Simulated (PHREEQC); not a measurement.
0.66 g of hydrous ferric oxide (600 m²/g; 0.2 weak and 0.005 strong sites per Fe, Dzombak-Morel constants, diffuse double layer) in 1 kg of water with 0.005 mol/kgw of an inert sodium salt and 2.3 mmol/kgw CaCl2, at 25 °C; the pH is set by adding NaOH or the inert anion's acid. Oxygen is held at 0.21 atm. CO2 from the air is kept out. Nothing may precipitate in this run.

Equilibrium calculation in PHREEQC: ion-association model, wateq4f.dat.

Task: Predict surface charge σ (C/m²), surface potential ψ (mV) at pH = 4, 5, 12.

Result: 
```json
[
 {"pH": "4", "surface charge σ (C/m²)": "0.226", "surface potential ψ (mV)": "182"},
 {"pH": "5", "surface charge σ (C/m²)": "0.120", "surface potential ψ (mV)": "150"},
 {"pH": "12", "surface charge σ (C/m²)": "0.000", "surface potential ψ (mV)": "-1"}
]
```

Species that the database lacks are ignored.
